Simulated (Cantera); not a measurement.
Charge: 1 mol Si2H6, 3.8 mol N2O, 25 mol N2, at 1298.15 K and 26000 Pa.

Equilibrium computed with Cantera from the NASA thermochemical tables; the gas is ideal and each condensed phase is pure. Candidate condensed phases: H2O, Si, SiO2, Si2N2O, Si3N4; 35 gas species. The feed counts by its element totals alone. Mutual solubility and eutectic melting of coexisting phases are not modelled. The tables hold silica as quartz up to 1696 K and as liquid above; real silica turns to tridymite and cristobalite and melts near 1996 K. The numbers say what is thermodynamically allowed, not how fast it happens.

Base state: N2 0.905, H2 0.0945, H2O 2.73e-5 (mole fractions); condensed: SiO2(β-quartz) + Si2N2O(s).

Task: What changes in the equilibrium state with this change: temperature from 1298.15 K to 1825 K?

Result: 
```csv
species,before,after
N2,0.905,0.900
H2,0.0945,0.0934
SiO,2.61e-8,0.00645
H,6.48e-7,0.000264
H2O,2.73e-5,0.000198
"SiO2(β-quartz), mol",1.87,0
"Si2N2O(s), mol",0.0670,0
"SiO2(condensed), mol",0,1.79
```
